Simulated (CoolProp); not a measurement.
Vapour-liquid equilibrium of carbon dioxide (1) + propylene (2) at 0.916 MPa; x and y are mole fractions of (1).

The numbers come from the multi-fluid Helmholtz-energy mixture model, Span 1996 and Lemmon 2013; pair parameters Bell 2016 in CoolProp.

```csv
x,bubble temperature (°C),y at the bubble point,dew temperature at overall composition x (°C),liquid density (mol/L)
0.05,5.1,0.261,14.0,13.03
0.15,-10.8,0.566,9.9,14.17
0.25,-20.7,0.710,5.6,15.19
0.35,-26.9,0.788,0.9,16.18
0.45,-31.1,0.835,-4.2,17.20
0.55,-34.1,0.868,-9.8,18.30
0.65,-36.3,0.894,-16.3,19.52
0.75,-38.2,0.918,-23.8,20.92
0.85,-40.0,0.945,-32.5,22.55
0.95,-41.7,0.979,-40.3,24.48
```

No azeotrope shows between x = 0.05 and 0.95.

The pair parameters rest on a limited set of measurements; away from them the model extrapolates.
